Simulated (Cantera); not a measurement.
An isothermal, constant-pressure homogeneous reactor starts with NH3 : H2 = 1 : 0.44 (molar parts), at 1625 K and 0.132 atm. Integrator tolerance rtol = 1e-08.

Computed with Cantera and the gas-phase N/H chemistry of the illustrative SiF4/NH3 mechanism in the Surface Chemkin manual (1991). Walls and surfaces, which speed up NH3 decomposition in real reactors, are not modelled.

Q: What does this change do: pressure from 0.132 atm to 0.987 atm?

A: 
```json
[
 {"quantity": "x(NH3) at 3.00 s", "before": "0.594 (gas-phase equilibrium 1.85e-6)", "after": "0.415 (gas-phase equilibrium 1.39e-5)"},
 {"quantity": "x(H2) at 3.00 s", "before": "0.376 (gas-phase equilibrium 0.795)", "after": "0.503 (gas-phase equilibrium 0.795)"},
 {"quantity": "x(NH2) at 3.00 s", "before": "0.000109 (gas-phase equilibrium 9.76e-10)", "after": "6.08e-5 (gas-phase equilibrium 2.67e-9)"},
 {"quantity": "x(H) at 3.00 s", "before": "2.86e-5 (gas-phase equilibrium 0.000173)", "after": "3.05e-5 (gas-phase equilibrium 6.33e-5)"},
 {"quantity": "x(N2H2) at 3.00 s", "before": "6.14e-7 (gas-phase equilibrium <1e-12)", "after": "1.65e-7 (gas-phase equilibrium <1e-12)"},
 {"quantity": "x(N) at 3.00 s", "before": "1.71e-8 (gas-phase equilibrium 1.44e-12)", "after": "6.52e-9 (gas-phase equilibrium <1e-12)"}
]
```

Q: What does this change do: temperature 1625 to 1975 K?

A: 
```tsv
quantity	before	after
x(NH3) at 3.00 s	0.594 (gas-phase equilibrium 1.85e-6)	0.000448 (gas-phase equilibrium 8.87e-7)
x(H2) at 3.00 s	0.376 (gas-phase equilibrium 0.795)	0.792 (gas-phase equilibrium 0.792)
x(NH2) at 3.00 s	0.000109 (gas-phase equilibrium 9.76e-10)	5.28e-6 (gas-phase equilibrium 1.08e-8)
x(H) at 3.00 s	2.86e-5 (gas-phase equilibrium 0.000173)	0.00324 (gas-phase equilibrium 0.00336)
x(N2H2) at 3.00 s	6.14e-7 (gas-phase equilibrium <1e-12)	4.92e-10 (gas-phase equilibrium <1e-12)
x(N) at 3.00 s	1.71e-8 (gas-phase equilibrium 1.44e-12)	3.49e-7 (gas-phase equilibrium 7.72e-10)
```

Q: What does this change do: NH3 1 to 2.8 parts?

A: 
```json
[
 {"quantity": "x(NH3) at 3.00 s", "before": "0.594 (gas-phase equilibrium 1.85e-6)", "after": "0.722 (gas-phase equilibrium 1.87e-6)"},
 {"quantity": "x(H2) at 3.00 s", "before": "0.376 (gas-phase equilibrium 0.795)", "after": "0.240 (gas-phase equilibrium 0.768)"},
 {"quantity": "x(NH2) at 3.00 s", "before": "0.000109 (gas-phase equilibrium 9.76e-10)", "after": "0.000126 (gas-phase equilibrium 1.00e-9)"},
 {"quantity": "x(H) at 3.00 s", "before": "2.86e-5 (gas-phase equilibrium 0.000173)", "after": "1.73e-5 (gas-phase equilibrium 0.000170)"},
 {"quantity": "x(N2H2) at 3.00 s", "before": "6.14e-7 (gas-phase equilibrium <1e-12)", "after": "8.81e-7 (gas-phase equilibrium <1e-12)"},
 {"quantity": "x(N) at 3.00 s", "before": "1.71e-8 (gas-phase equilibrium 1.44e-12)", "after": "1.60e-8 (gas-phase equilibrium 1.53e-12)"}
]
```
